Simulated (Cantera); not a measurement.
Input (Python, Cantera) and output of one run.

```python
import numpy as np
import cantera as ct

gas_names = [...]  # 114 gases of nasa_gas.yaml made of C, Fe, H, O
cond_names = """
    C(gr) C6H6(L) C7H8(L) C8H18(L),n-octa Fe(a) Fe(c) Fe(d) Fe(L) FeC5O5(L) FeO(s) FeO(L) Fe(OH)2(s)
    Fe(OH)3(s) Fe2O3(s) Fe3O4(s) H2O(s) H2O(L)
""".split()


# ... load() reads the species with a 1 bar reference pressure and builds the phases ...
atoms = {
    'Fe': {'Fe': 1},
    'H2O': {'H': 2, 'O': 1},
    'CO': {'C': 1, 'O': 1},
}
top_T = {'C(gr)': 4500, 'Fe2O3(s)': 1830, 'Fe3O4(s)': 1870}  # K; cautious upper limits of use, not melting points


# ... equilibrate(T, P, feed) seeds the gas with the atoms and calls Mixture.equilibrate('TP', solver="vcs", rtol=1e-11, max_steps=5000) ...
results = []
feed = {'Fe': 1, 'H2O': 5.5, 'CO': 0.49}  # mol
T = 950  # K
P = 133.322  # Pa
mix = equilibrate(T, P, feed)
results.append((T, P, feed, dict(zip(mix.species_names, mix.species_moles))))
x = sorted(zip(gas.X, gas.species_names), reverse=True)
print(f"T = {T:g} K  P = {P:g} Pa  gas = {mix.phase_moles(0):.4g} mol")
print("   x: " + "  ".join(f"{s} {v:.3e}" for v, s in x if v > 1e-05))
print("   condensed (mol): " + ("  ".join(f"{mix.phase(i).name} {mix.phase_moles(i):.4g}"
      for i in range(1, mix.n_phases) if mix.phase_moles(i) > 1e-12) or "none"))
```

Result:

```
T = 950 K  P = 133.322 Pa  gas = 5.99 mol
   x: H2O 6.827e-01  H2 2.355e-01  CO2 6.859e-02  CO 1.321e-02
   condensed (mol): FeO(s) 1
```

Cantera equilibrium calculation (NASA polynomials, part measured and part estimated; ideal gas, pure solids and liquids). The tables' stoichiometric FeO is somewhat more stable than real wüstite, so its field is too wide. FeO: taken at fixed stoichiometry.
